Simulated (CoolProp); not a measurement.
Vapour-liquid equilibrium of propane (1) + m-xylene (2) at 63.55 °C; x and y are mole fractions of (1).

Model: multi-fluid Helmholtz-energy mixture model, Lemmon 2009 and Zhou 2012; pair parameters Bell 2016, in CoolProp.

| x | bubble pressure (MPa) | y at the bubble point | dew pressure at overall composition x (MPa) | liquid density (mol/L) |
|---|---|---|---|---|
| 0.05 | 0.1498 | 0.948 | 0.008115 | 7.920 |
| 0.15 | 0.4179 | 0.981 | 0.009073 | 8.206 |
| 0.25 | 0.6663 | 0.988 | 0.01029 | 8.500 |
| 0.35 | 0.8969 | 0.991 | 0.01187 | 8.801 |
| 0.45 | 1.111 | 0.993 | 0.01403 | 9.103 |
| 0.55 | 1.311 | 0.994 | 0.01716 | 9.398 |
| 0.65 | 1.500 | 0.995 | 0.02207 | 9.669 |
| 0.75 | 1.684 | 0.996 | 0.03092 | 9.889 |
| 0.85 | 1.878 | 0.997 | 0.05163 | 9.994 |
| 0.95 | 2.114 | 0.999 | 0.1564 | 9.836 |

No azeotrope shows between x = 0.05 and 0.95.

Pair parameters are fitted to limited data, so mixtures are less certain than the pure fluids. The gap from Raoult's law changes sign with composition, which may be real or a fault of the pair parameters; it wasn't checked against measurements.
